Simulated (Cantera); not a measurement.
**Low-pressure radical oxidation in H2/O2**

An isothermal, constant-pressure homogeneous reactor starts with 7.06 % H2, 92.9 % O2, at 975 K and 6.45 Torr.

Cantera simulation using the H2/O2 subset of GRI-Mech 3.0, which has no nitrogen chemistry; the numbers are that mechanism's predictions, not measurements. Radical loss at walls, strong at low pressure, is not modelled. The temperature is held fixed by assumption; the heat of reaction is taken as removed at once.

| t (s) | x H2 | x O2 | x O | x HO2 | x H | x H2O |
|---|---|---|---|---|---|---|
| 2.00e-6 | 0.0706 | 0.929 | <1e-12 | <1e-12 | <1e-12 | <1e-12 |
| 9.02e-6 | 0.0706 | 0.929 | <1e-12 | 1.84e-12 | 1.81e-12 | <1e-12 |
| 4.07e-5 | 0.0706 | 0.929 | <1e-12 | 8.30e-12 | 7.74e-12 | <1e-12 |
| 0.000184 | 0.0706 | 0.929 | 1.07e-11 | 3.76e-11 | 3.14e-11 | 4.83e-12 |
| 0.000829 | 0.0706 | 0.929 | 2.06e-10 | 1.72e-10 | 2.16e-10 | 2.56e-10 |
| 0.00374 | 0.0706 | 0.929 | 1.09e-7 | 2.85e-9 | 9.46e-8 | 2.05e-7 |
| 0.0169 | 0.00254 | 0.897 | 0.0219 | 6.12e-6 | 0.0169 | 0.0592 |
| 0.0762 | 0.000285 | 0.922 | 0.00390 | 4.16e-6 | 0.000889 | 0.0719 |
| 0.344 | 1.32e-5 | 0.927 | 0.000192 | 9.88e-7 | 9.02e-6 | 0.0731 |
| 1.55 | 6.74e-7 | 0.927 | 1.14e-5 | 1.18e-7 | 1.31e-7 | 0.0732 |
| 7.00 | 6.05e-8 | 0.927 | 1.19e-6 | 1.53e-8 | 4.44e-9 | 0.0732 |
x: mole fraction; the columns are a selection and need not sum to one.

Equilibrium at this temperature and pressure: H2 3.36e-11, O2 0.927, O 7.54e-10, HO2 4.90e-10, H <1e-12, H2O 0.0732 (gas phase only).
